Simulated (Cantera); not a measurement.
## Hydrocarbon pyrolysis for carbon deposition

A perfectly stirred reactor is fed with 41.7 % CH₄, 58.3 % H₂, at 0.00500 bar; it is held at 1950 K, and followed from long to short residence time.

Cantera simulation using GRI-Mech 3.0 (53 species, 325 reactions); the numbers are that mechanism's predictions, not measurements. GRI-Mech 3.0 stops at C3 and has no aromatics, soot or wall deposition, so with more carbon than oxygen in the feed, carbon stays in small species such as C2H2 where larger ones or solid carbon would form. Radical loss at walls, strong at low pressure, is not modelled.

```json
[
 {"τ (s)": "2.7", "x CH₄": "0.0114", "x H₂": "0.839", "x H": "0.00566", "x C₂H₄": "5.89e-5", "x CH₂": "9.88e-6", "x C₂H₆": "7.08e-7"},
 {"τ (s)": "1.2", "x CH₄": "0.0209", "x H₂": "0.834", "x H": "0.00474", "x C₂H₄": "0.000138", "x CH₂": "1.15e-5", "x C₂H₆": "1.94e-6"},
 {"τ (s)": "0.56", "x CH₄": "0.0350", "x H₂": "0.824", "x H": "0.00412", "x C₂H₄": "0.000309", "x CH₂": "1.33e-5", "x C₂H₆": "4.64e-6"},
 {"τ (s)": "0.25", "x CH₄": "0.0578", "x H₂": "0.809", "x H": "0.00361", "x C₂H₄": "0.000706", "x CH₂": "1.53e-5", "x C₂H₆": "1.09e-5"},
 {"τ (s)": "0.11", "x CH₄": "0.0924", "x H₂": "0.786", "x H": "0.00317", "x C₂H₄": "0.00156", "x CH₂": "1.75e-5", "x C₂H₆": "2.38e-5"},
 {"τ (s)": "0.051", "x CH₄": "0.138", "x H₂": "0.755", "x H": "0.00277", "x C₂H₄": "0.00305", "x CH₂": "1.94e-5", "x C₂H₆": "4.55e-5"},
 {"τ (s)": "0.023", "x CH₄": "0.203", "x H₂": "0.712", "x H": "0.00230", "x C₂H₄": "0.00543", "x CH₂": "2.05e-5", "x C₂H₆": "7.78e-5"},
 {"τ (s)": "0.010", "x CH₄": "0.290", "x H₂": "0.655", "x H": "0.00167", "x C₂H₄": "0.00755", "x CH₂": "1.84e-5", "x C₂H₆": "0.000103"},
 {"τ (s)": "0.0047", "x CH₄": "0.370", "x H₂": "0.606", "x H": "0.000957", "x C₂H₄": "0.00517", "x CH₂": "1.09e-5", "x C₂H₆": "7.12e-5"},
 {"τ (s)": "0.0021", "x CH₄": "0.406", "x H₂": "0.586", "x H": "0.000409", "x C₂H₄": "0.00100", "x CH₂": "3.14e-6", "x C₂H₆": "1.87e-5"}
]
```
x: mole fraction; the columns are a selection and need not sum to one.
